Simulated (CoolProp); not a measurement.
Computed with CoolProp (reference Helmholtz-energy equation of state, Lemmon 2006). It is a short technical equation, of lower accuracy than the large ones.

Task: For C2F6 (R116), give the phase and the Prandtl number at 183.4 K and 0.0387 MPa.

Result: 
- 183.4 K and 0.0387 MPa: gas; Prandtl number 0.740

Viscosity comes from a separate model (Huber 2003), an estimate that may be off by 10 % or more. Thermal conductivity comes from a separate model (Huber 2003), an estimate that may be off by 10 % or more.
